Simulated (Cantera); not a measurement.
Input (Python, Cantera) and output of one run.

```python
import numpy as np
import cantera as ct

gas_names = """
    H HO2 H2 H2O H2O2 O OH O2 O3 Zr ZrO ZrO2
""".split()
cond_names = """
    H2O(s) H2O(L) Zr(a) Zr(b) Zr(L) ZrO2(a) ZrO2(b) ZrO2(L)
""".split()


# ... load() reads the species with a 1 bar reference pressure and builds the phases ...
atoms = {
    'Zr': {'Zr': 1},
    'H2O': {'H': 2, 'O': 1},
    'H2': {'H': 2},
}
top_T = {}  # K; cautious upper limits of use, not melting points


# ... equilibrate(T, P, feed) seeds the gas with the atoms and calls Mixture.equilibrate('TP', solver="vcs", rtol=1e-11, max_steps=5000) ...
results = []
feed = {'Zr': 1, 'H2O': 1, 'H2': 66}  # mol
for P in [0.1, 0.75, 5.6, 42, 320, 2400, 18000, 130000, 1000000]:
    for T in [1950, 2000, 2050, 2100, 2150, 2200, 2250, 2300, 2350, 2400, 2450, 2500, 2550]:
        mix = equilibrate(T, P, feed)
        results.append((T, P, feed, dict(zip(mix.species_names, mix.species_moles))))

for T, P, feed, n in results:
    print(f"{T:7g} {P:10.4g}  " + (" + ".join(c for c in cond_names if n.get(c, 0) > 1e-12) or "gas only"))
```

It prints:

```
   1950        0.1  ZrO2(b)
   2000        0.1  ZrO2(b)
   2050        0.1  gas only
   2100        0.1  gas only
   2150        0.1  gas only
   2200        0.1  gas only
   2250        0.1  gas only
   2300        0.1  gas only
   2350        0.1  gas only
   2400        0.1  gas only
   2450        0.1  gas only
   2500        0.1  gas only
   2550        0.1  gas only
   1950       0.75  Zr(b) + ZrO2(b)
   2000       0.75  Zr(b) + ZrO2(b)
   2050       0.75  ZrO2(b)
   2100       0.75  ZrO2(b)
   2150       0.75  gas only
   2200       0.75  gas only
   2250       0.75  gas only
   2300       0.75  gas only
   2350       0.75  gas only
   2400       0.75  gas only
   2450       0.75  gas only
   2500       0.75  gas only
   2550       0.75  gas only
   1950        5.6  Zr(b) + ZrO2(b)
   2000        5.6  Zr(b) + ZrO2(b)
   2050        5.6  Zr(b) + ZrO2(b)
   2100        5.6  Zr(b) + ZrO2(b)
   2150        5.6  ZrO2(b)
   2200        5.6  ZrO2(b)
   2250        5.6  gas only
   2300        5.6  gas only
   2350        5.6  gas only
   2400        5.6  gas only
   2450        5.6  gas only
   2500        5.6  gas only
   2550        5.6  gas only
   1950         42  Zr(b) + ZrO2(b)
   2000         42  Zr(b) + ZrO2(b)
   2050         42  Zr(b) + ZrO2(b)
   2100         42  Zr(b) + ZrO2(b)
   2150         42  Zr(L) + ZrO2(b)
   2200         42  Zr(L) + ZrO2(b)
   2250         42  Zr(L) + ZrO2(b)
   2300         42  ZrO2(b)
   2350         42  ZrO2(b)
   2400         42  gas only
   2450         42  gas only
   2500         42  gas only
   2550         42  gas only
   1950        320  Zr(b) + ZrO2(b)
   2000        320  Zr(b) + ZrO2(b)
   2050        320  Zr(b) + ZrO2(b)
   2100        320  Zr(b) + ZrO2(b)
   2150        320  Zr(L) + ZrO2(b)
   2200        320  Zr(L) + ZrO2(b)
   2250        320  Zr(L) + ZrO2(b)
   2300        320  Zr(L) + ZrO2(b)
   2350        320  Zr(L) + ZrO2(b)
   2400        320  Zr(L) + ZrO2(b)
   2450        320  ZrO2(b)
   2500        320  ZrO2(b)
   2550        320  gas only
   1950       2400  Zr(b) + ZrO2(b)
   2000       2400  Zr(b) + ZrO2(b)
   2050       2400  Zr(b) + ZrO2(b)
   2100       2400  Zr(b) + ZrO2(b)
   2150       2400  Zr(L) + ZrO2(b)
   2200       2400  Zr(L) + ZrO2(b)
   2250       2400  Zr(L) + ZrO2(b)
   2300       2400  Zr(L) + ZrO2(b)
   2350       2400  Zr(L) + ZrO2(b)
   2400       2400  Zr(L) + ZrO2(b)
   2450       2400  Zr(L) + ZrO2(b)
   2500       2400  Zr(L) + ZrO2(b)
   2550       2400  Zr(L) + ZrO2(b)
   1950    1.8e+04  Zr(b) + ZrO2(b)
   2000    1.8e+04  Zr(b) + ZrO2(b)
   2050    1.8e+04  Zr(b) + ZrO2(b)
   2100    1.8e+04  Zr(b) + ZrO2(b)
   2150    1.8e+04  Zr(L) + ZrO2(b)
   2200    1.8e+04  Zr(L) + ZrO2(b)
   2250    1.8e+04  Zr(L) + ZrO2(b)
   2300    1.8e+04  Zr(L) + ZrO2(b)
   2350    1.8e+04  Zr(L) + ZrO2(b)
   2400    1.8e+04  Zr(L) + ZrO2(b)
   2450    1.8e+04  Zr(L) + ZrO2(b)
   2500    1.8e+04  Zr(L) + ZrO2(b)
   2550    1.8e+04  Zr(L) + ZrO2(b)
   1950    1.3e+05  Zr(b) + ZrO2(b)
   2000    1.3e+05  Zr(b) + ZrO2(b)
   2050    1.3e+05  Zr(b) + ZrO2(b)
   2100    1.3e+05  Zr(b) + ZrO2(b)
   2150    1.3e+05  Zr(L) + ZrO2(b)
   2200    1.3e+05  Zr(L) + ZrO2(b)
   2250    1.3e+05  Zr(L) + ZrO2(b)
   2300    1.3e+05  Zr(L) + ZrO2(b)
   2350    1.3e+05  Zr(L) + ZrO2(b)
   2400    1.3e+05  Zr(L) + ZrO2(b)
   2450    1.3e+05  Zr(L) + ZrO2(b)
   2500    1.3e+05  Zr(L) + ZrO2(b)
   2550    1.3e+05  Zr(L) + ZrO2(b)
   1950      1e+06  Zr(b) + ZrO2(b)
   2000      1e+06  Zr(b) + ZrO2(b)
   2050      1e+06  Zr(b) + ZrO2(b)
   2100      1e+06  Zr(b) + ZrO2(b)
   2150      1e+06  Zr(L) + ZrO2(b)
   2200      1e+06  Zr(L) + ZrO2(b)
   2250      1e+06  Zr(L) + ZrO2(b)
   2300      1e+06  Zr(L) + ZrO2(b)
   2350      1e+06  Zr(L) + ZrO2(b)
   2400      1e+06  Zr(L) + ZrO2(b)
   2450      1e+06  Zr(L) + ZrO2(b)
   2500      1e+06  Zr(L) + ZrO2(b)
   2550      1e+06  Zr(L) + ZrO2(b)
```

These are equilibrium values from Cantera (NASA tables, ideal gas, pure condensed phases), not measurements of a reactor. Mutual solubility and eutectic melting of coexisting phases are not modelled. Condensed phases not in the tables: N, O or C dissolved in the metal.
